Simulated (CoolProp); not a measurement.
Properties of octamethylcyclotetrasiloxane (D4) along the isobar 0.92 MPa (Tc = 586.5 K, pc = 1.347 MPa, ω = 0.598).

The numbers come from the reference Helmholtz-energy equation of state, Thol 2015 in CoolProp.

| T (K) | phase | cp (kJ/(kg K)) | cv (kJ/(kg K)) | speed of sound (m/s) | expansivity (1/kK) | fugacity coefficient |
|---|---|---|---|---|---|---|
| 545.8 | liquid | 2.332 | 1.937 | 204.0 | 4.571 | 0.6009 |
| 551.6 | liquid | 2.383 | 1.951 | 183.4 | 5.334 | 0.6436 |
| 557.4 | liquid | 2.458 | 1.966 | 160.7 | 6.539 | 0.6870 |
| 563.3 | gas | 2.306 | 1.960 | 69.96 | 12.15 | 0.7230 |
| 569.1 | gas | 2.232 | 1.966 | 75.87 | 9.619 | 0.7349 |
| 574.9 | gas | 2.192 | 1.972 | 80.65 | 8.085 | 0.7460 |
| 580.8 | gas | 2.168 | 1.980 | 84.77 | 7.023 | 0.7565 |
| 586.6 | gas | 2.153 | 1.988 | 88.31 | 6.258 | 0.7662 |
| 592.4 | gas | 2.144 | 1.996 | 91.47 | 5.669 | 0.7754 |
| 598.3 | gas | 2.139 | 2.005 | 94.38 | 5.191 | 0.7842 |
